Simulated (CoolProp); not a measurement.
A single-stage vapour-compression cycle with R407C: evaporating at 259.15 K (dew point), condensing at 328.15 K (bubble point), superheat 0 K, subcooling 5 K, compressor efficiency 0.85, no pressure losses. Each further row changes one setting.

Computed with CoolProp (reference Helmholtz-energy equation of state, Lemmon 2003). It is a pseudo-pure fit of the blend.

```json
[
 {"case": "as stated", "cooling COP": "1.95", "pressure ratio": "9.06", "discharge temperature (K)": "361.5", "refrigerating effect (kJ/kg)": "125", "volumetric capacity (kJ/m³)": "1490"},
 {"case": "evaporating temperature 264.15 K", "cooling COP": "2.19", "pressure ratio": "(withheld)", "discharge temperature (K)": "358.8", "refrigerating effect (kJ/kg)": "(withheld)", "volumetric capacity (kJ/m³)": "(withheld)"},
 {"case": "condensing temperature 323.15 K", "cooling COP": "2.19", "pressure ratio": "(withheld)", "discharge temperature (K)": "355.4", "refrigerating effect (kJ/kg)": "134", "volumetric capacity (kJ/m³)": "1590"},
 {"case": "subcooling 10 K", "cooling COP": "(withheld)", "pressure ratio": "9.06", "discharge temperature (K)": "361.5", "refrigerating effect (kJ/kg)": "134", "volumetric capacity (kJ/m³)": "1590"},
 {"case": "superheat 10 K", "cooling COP": "(withheld)", "pressure ratio": "9.06", "discharge temperature (K)": "371.8", "refrigerating effect (kJ/kg)": "134", "volumetric capacity (kJ/m³)": "1520"},
 {"case": "compressor efficiency 0.75", "cooling COP": "1.72", "pressure ratio": "9.06", "discharge temperature (K)": "368.6", "refrigerating effect (kJ/kg)": "125", "volumetric capacity (kJ/m³)": "1490"}
]
```

Some entries are withheld; supply them.


- evaporating temperature 264.15 K, pressure ratio: 7.47
- evaporating temperature 264.15 K, refrigerating effect (kJ/kg): 128
- evaporating temperature 264.15 K, volumetric capacity (kJ/m³): 1830
- condensing temperature 323.15 K, pressure ratio: 8.09
- subcooling 10 K, cooling COP: 2.08
- superheat 10 K, cooling COP: 1.97
